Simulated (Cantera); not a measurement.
# SiCl4 + H2 (chlorosilane synthesis and conversion)

A closed system holds: 1 mol SiCl4, 7.2 mol H2, at 1075 °C and 750 Torr.

Cantera equilibrium calculation (NASA polynomials, part measured and part estimated; ideal gas, pure solids and liquids). Candidate condensed phases: Si; 19 gas species. The tables' values for SiCl3 are old estimates; treat these amounts as uncertain. The numbers say what is thermodynamically allowed, not how fast it happens.

The x(H2) comes out as 0.794 and the x(HCl) comes out as 0.0872. The x(SiCl4) is 0.0537 and the x(SiHCl3) comes out as 0.0278. The x(SiCl2) is 0.0202, the x(SiCl3) comes out as 0.0147 and the x(SiH2Cl2) comes out as 0.00209. The x(SiH3Cl) is 4.47e-5 and the x(H) is 2.06e-6. The gas amount is 8.433 mol and the log10 activity of Si(s) (absent) is -0.12.
